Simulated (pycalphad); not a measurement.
An equivalent pycalphad script:

```python
from pycalphad import Database, equilibrium, calculate, variables as v
import numpy as np
db = Database('COST507.tdb')
comps = ['SN', 'SI', 'VA']
phases = ['BCT_A5', 'DIAMOND_A4', 'LIQUID']
eq = equilibrium(db, comps, phases, {v.X('SI'): 0.1791, v.T: np.arange(1400, 499, -50), v.P: 101325, v.N: 1}, output=['HM', 'SM'])
```

CALPHAD calculation (pycalphad, COST 507 light-alloy database (1999)), 1 atm. The database dates from 1999; later assessments differ in places, in temperatures and in the compounds included. Phase fractions are per mole of atoms.

Results at three of the temperatures:

```
T = 1150.00 K, P = 101325 Pa, N = 1 mol of atoms
G = -79026 J/mol, H = 30360 J/mol, S = 95.12 J/(mol K)  (SER reference)
chemical potentials (J/mol): Sn -88028, Si -37765
phase             fraction      x(Sn)      x(Si)
LIQUID              0.8314     0.9874     0.0126
DIAMOND_A4          0.1686   4.06e-07     1.0000
```

```
T = 900.00 K, P = 101325 Pa, N = 1 mol of atoms
G = -56181 J/mol, H = 22610 J/mol, S = 87.55 J/(mol K)  (SER reference)
chemical potentials (J/mol): Sn -62813, Si -25785
phase             fraction      x(Sn)      x(Si)
LIQUID              0.8219     0.9988     0.0012
DIAMOND_A4          0.1781   4.39e-07     1.0000
```

```
T = 550.00 K, P = 101325 Pa, N = 1 mol of atoms
G = -27774 J/mol, H = 12762 J/mol, S = 73.70 J/(mol K)  (SER reference)
chemical potentials (J/mol): Sn -31177, Si -12177
phase             fraction      x(Sn)      x(Si)
LIQUID              0.8209     1.0000   1.68e-06
DIAMOND_A4          0.1791   2.48e-07     1.0000
```

Changes of the phase set, refined by bisection:

| T (°C) | phases above | phases below |
|---|---|---|
| 231.9 | diamond (Si) + liquid | bct (Sn) + diamond (Si) |

DIAMOND_A4 is diamond (Si).
